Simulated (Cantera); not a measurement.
**Thermodynamics of tantalum, niobium, vanadium and zirconium in process gases, feed V + H₂O + N₂ + O₂**

Input: 1 mol V, 0.12 mol H₂O, 2.2 mol N₂, a varied amount of O₂, equilibrated at 1050 K and 1.20 Pa.

Method: chemical equilibrium by Gibbs-energy minimisation in Cantera with the NASA 1993 tables (ideal gas, pure condensed phases). Candidate condensed phases: H₂O, V, VN, VO, V₂O₃, V₂O₄, V₂O₅; 28 gas species. Mutual solubility and eutectic melting of coexisting phases are not modelled. VN: taken at fixed stoichiometry. Condensed phases not in the tables: the oxides between V₂O₃ and V₂O₅ other than VO₂, V₂N. Equilibrium is a limit: real reactors are often held back by kinetics, nucleation or transport.

```csv
n(O₂) (mol),x N₂,x H₂,x H₂O,x O₂,x H,x OH,x NO,n VN(s),n V₂O₃(s),n V₂O₄(s)
0.05,0.937,0.0634,1.16e-5,<1e-12,5.89e-7,<1e-12,<1e-12,0.853,0.0733,0
0.064,0.937,0.0631,1.16e-5,<1e-12,5.88e-7,<1e-12,<1e-12,0.835,0.0827,0
0.083,0.937,0.0626,1.15e-5,<1e-12,5.86e-7,<1e-12,<1e-12,0.809,0.0953,0
0.11,0.938,0.0621,1.14e-5,<1e-12,5.83e-7,<1e-12,<1e-12,0.773,0.113,0
0.14,0.939,0.0614,1.13e-5,<1e-12,5.80e-7,<1e-12,<1e-12,0.733,0.133,0
0.18,0.939,0.0606,1.11e-5,<1e-12,5.76e-7,<1e-12,<1e-12,0.680,0.160,0
0.23,0.940,0.0596,1.09e-5,<1e-12,5.72e-7,<1e-12,<1e-12,0.613,0.193,0
0.29,0.942,0.0584,1.07e-5,<1e-12,5.66e-7,<1e-12,<1e-12,0.533,0.233,0
0.38,0.943,0.0568,1.04e-5,<1e-12,5.58e-7,<1e-12,<1e-12,0.413,0.293,0
0.49,0.945,0.0549,1.01e-5,<1e-12,5.48e-7,<1e-12,<1e-12,0.267,0.367,0
0.63,0.947,0.0526,9.68e-6,<1e-12,5.37e-7,<1e-12,<1e-12,0.0800,0.460,0
0.81,0.948,3.73e-5,0.0517,2.10e-8,1.43e-8,6.33e-8,1.83e-8,0,0.380,0.120
1,0.948,3.97e-6,0.0517,1.85e-6,4.66e-9,1.94e-7,1.72e-7,0,0,0.500
```
x: gas mole fraction; n: condensed amount in mol.

From 0.05 mol O₂ to 0.63 mol O₂ the condensed part is VN(s) + V₂O₃(s). At 0.81 mol O₂ the condensed part is V₂O₃(s) + V₂O₄(s). At 1 mol O₂ the condensed part is V₂O₄(s).
